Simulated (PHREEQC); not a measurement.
Make-up at 10 °C: 7 mmol/kgw ZnSO4 and 6.3 mmol/kgw KCl. Closed to the air; pH follows from the charge balance.

All values are PHREEQC results (ion-association model, wateq4f.dat), not measurements.

```yaml
pH: 5.95
ionic_strength: 0.0270 mol/kgw
```

| species | molality | activity | log γ |
|---|---|---|---|
| Cl- | 0.00628 | 0.00536 | -0.068 |
| K+ | 0.00621 | 0.00530 | -0.068 |
| Zn+2 | 0.00520 | 0.00294 | -0.248 |
| SO4-2 | 0.00506 | 0.00279 | -0.259 |
| ZnSO4 | 0.00169 | 0.00170 | 0.003 |
| KSO4- | 9.12e-5 | 7.88e-5 | -0.063 |
| Zn(SO4)2-2 | 8.00e-5 | 4.35e-5 | -0.265 |
| ZnCl+ | 2.47e-5 | 2.11e-5 | -0.067 |
| H+ | 1.27e-6 | 1.12e-6 | -0.055 |

No solid was allowed to form. Constants without temperature data keep their 25 °C values here.
